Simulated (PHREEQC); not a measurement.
A solution holds 0.059 mol HCl, 0.0072 mol CuSO4 and 0.21 mol CuCl2 per kg of water, at 25 °C. Closed to the air; pH follows from the charge balance.

Equilibrium calculation in PHREEQC: ion-association model, wateq4f.dat.

This is a speciation only: nothing precipitates in the calculation.

### Question
What pH, activity of water, ionic strength does the model give?

### Answer
pH 1.37; activity of water 0.988; ionic strength 0.602 mol/kgw.

### Question
In which forms is S present?

### Answer
CuSO4 38 %, HSO4- 34 %, SO4-2 28 % of the S.
